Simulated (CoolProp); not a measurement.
Nitrogen along the isobar 3.54 MPa: fugacity coefficient from the reference equation and from simpler models built on Tc = 126.2 K, pc = 3.396 MPa, ω = 0.037; each cubic takes its own stable root.

Model: reference Helmholtz-energy equation of state, Span 2000, in CoolProp.

| T (K) | phase | reference |
|---|---|---|
| 106.6 | liquid | 0.3059 |
| 128.1 | supercritical | 0.6729 |
| 149.6 | supercritical | 0.8048 |
| 171.2 | supercritical | 0.8747 |
| 192.7 | supercritical | 0.9176 |
| 214.2 | supercritical | 0.9457 |
| 235.7 | supercritical | 0.9649 |
| 257.3 | supercritical | 0.9784 |
| 278.8 | supercritical | 0.9880 |
| 300.3 | supercritical | 0.9951 |
| 321.9 | supercritical | 1.000 |
| 343.4 | supercritical | 1.004 |
| 364.9 | supercritical | 1.007 |
| 386.5 | supercritical | 1.009 |
| 408 | supercritical | 1.011 |
| 429.5 | supercritical | 1.012 |

How far does each simpler model (van der Waals, Redlich-Kwong, Soave-Redlich-Kwong, Peng-Robinson) lie from the reference over these 16 states: mean and median of the absolute difference, and the worst?


- van der Waals: mean 3.8 %, median 1.6 %, worst +36.7 % at 106.6 K and 3.54 MPa
- Redlich-Kwong: mean 0.7 %, median 0.7 %, worst +1.6 % at 106.6 K and 3.54 MPa
- Soave-Redlich-Kwong: mean 0.5 %, median 0.4 %, worst +1.4 % at 106.6 K and 3.54 MPa
- Peng-Robinson: mean 1.5 %, median 1.0 %, worst -4.0 % at 128.1 K and 3.54 MPa
